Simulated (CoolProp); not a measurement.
Saturation properties of fluorine (Tc = 144.4 K, pc = 5240 kPa, ω = 0.045).

Values from CoolProp's reference Helmholtz-energy equation of state, de Reuck 1990.

```tsv
T (K)	p (kPa)	liquid density (kg/m³)	enthalpy of vaporisation (kJ/kg)	surface tension (mN/m)
86.3	116.8	1493	173.2	13.1
90.1	174.7	1466	169.4	12.1
93.8	250.0	1438	165.5	11.1
97.6	350.3	1409	161.2	10.1
101.3	474.2	1380	156.8	9.12
105.1	632.4	1348	151.8	8.15
108.9	825.9	1315	146.5	7.21
112.6	1052	1281	140.8	6.30
116.4	1328	1245	134.4	5.40
120.1	1643	1206	127.5	4.54
123.9	2019	1164	119.6	3.69
127.6	2442	1118	110.8	2.90
131.4	2938	1064	100.2	2.12
135.1	3490	1002	87.74	1.41
```

It boils at 85.0 K under 1 atm.

Surface tension comes from a separate correlation (Mulero 2012).
